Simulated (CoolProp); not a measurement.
Saturation properties of propylene (Tc = 364.2 K, pc = 4.555 MPa, ω = 0.146).

The numbers come from the reference Helmholtz-energy equation of state, Lemmon 2013 in CoolProp.

```json
[
 {"T (K)": "280.7", "p (MPa)": "0.7271", "liquid density (kg/m³)": "534.7", "vapour Z": "0.8579"},
 {"T (K)": "283", "p (MPa)": "0.7754", "liquid density (kg/m³)": "531.2", "vapour Z": "0.8514"},
 {"T (K)": "285.2", "p (MPa)": "0.8237", "liquid density (kg/m³)": "527.7", "vapour Z": "0.8450"},
 {"T (K)": "287.5", "p (MPa)": "…", "liquid density (kg/m³)": "524.0", "vapour Z": "0.8381"},
 {"T (K)": "289.8", "p (MPa)": "0.9319", "liquid density (kg/m³)": "520.3", "vapour Z": "0.8311"},
 {"T (K)": "292.1", "p (MPa)": "…", "liquid density (kg/m³)": "516.5", "vapour Z": "0.8238"},
 {"T (K)": "294.4", "p (MPa)": "1.050", "liquid density (kg/m³)": "512.7", "vapour Z": "0.8164"},
 {"T (K)": "296.7", "p (MPa)": "1.113", "liquid density (kg/m³)": "…", "vapour Z": "…"},
 {"T (K)": "298.9", "p (MPa)": "1.176", "liquid density (kg/m³)": "505.0", "vapour Z": "0.8012"},
 {"T (K)": "301.2", "p (MPa)": "…", "liquid density (kg/m³)": "500.9", "vapour Z": "0.7931"},
 {"T (K)": "303.5", "p (MPa)": "1.316", "liquid density (kg/m³)": "496.8", "vapour Z": "0.7847"},
 {"T (K)": "305.8", "p (MPa)": "1.390", "liquid density (kg/m³)": "492.6", "vapour Z": "0.7761"},
 {"T (K)": "308.1", "p (MPa)": "1.468", "liquid density (kg/m³)": "488.3", "vapour Z": "0.7673"},
 {"T (K)": "310.3", "p (MPa)": "1.545", "liquid density (kg/m³)": "484.2", "vapour Z": "0.7586"},
 {"T (K)": "312.6", "p (MPa)": "1.628", "liquid density (kg/m³)": "479.7", "vapour Z": "0.7493"}
]
```

Q: What belongs in the gaps?

A: 
- 287.5, p (MPa): 0.8766
- 292.1, p (MPa): 0.9898
- 296.7, liquid density (kg/m³): 508.8
- 296.7, vapour Z: 0.8087
- 301.2, p (MPa): 1.245

It boils at 225.5 K under 1 atm.
